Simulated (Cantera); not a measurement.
Charge: 1 mol Ta2O5, 0.47 mol CH4, 0.27 mol H2, equilibrated at 1625 °C.

Method: chemical equilibrium by Gibbs-energy minimisation in Cantera with the NASA 1993 tables (ideal gas, pure condensed phases). Candidate condensed phases: C, C6H6, C7H8, C8H18, H2O, Ta, TaC, Ta2O5; 113 gas species. Mutual solubility and eutectic melting of coexisting phases are not modelled. TaC: taken at fixed stoichiometry. Condensed phases not in the tables: Ta2C, N, O or C dissolved in the metal. Equilibrium is a limit: real reactors are often held back by kinetics, nucleation or transport.

x: gas mole fraction; n: condensed amount in mol.

| P (Pa) | x H2 | x CO | x H | x H2O | x TaO2 | n Ta(s) | n Ta2O5(s) | n TaC(s) |
|---|---|---|---|---|---|---|---|---|
| 10 | 0.663 | 0.270 | 0.0637 | 0.000759 | ___ | 0.188 | 0.904 | 0 |
| 42 | 0.692 | 0.275 | 0.0318 | 0.000791 | ___ | 0.188 | 0.905 | 0 |
| 180 | 0.706 | 0.277 | 0.0155 | 0.000807 | ___ | 0.189 | 0.906 | 0 |
| 750 | 0.775 | 0.216 | 0.00795 | 0.00106 | ___ | 0 | 0.933 | 0.135 |
| 3200 | 0.778 | 0.216 | 0.00386 | 0.00160 | ___ | 0 | 0.932 | 0.135 |
| 13000 | 0.779 | 0.216 | 0.00192 | 0.00240 | ___ | 0 | 0.932 | 0.135 |
| 56000 | 0.779 | 0.216 | 0.000923 | 0.00364 | ___ | 0 | 0.932 | 0.136 |
| 240000 | 0.778 | 0.215 | 0.000446 | 0.00550 | ___ | 0 | 0.932 | 0.137 |
| 1000000 | 0.776 | 0.215 | 0.000218 | 0.00824 | ___ | 0 | 0.931 | 0.138 |

### Question
Fill in the missing entries.

### Answer

- 10, x TaO2: 0.00162
- 42, x TaO2: 0.000386
- 180, x TaO2: 9.00e-5
- 750, x TaO2: 1.98e-5
- 3200, x TaO2: 3.77e-6
- 13000, x TaO2: 7.59e-7
- 56000, x TaO2: 1.43e-7
- 240000, x TaO2: 2.71e-8
- 1000000, x TaO2: 5.31e-9
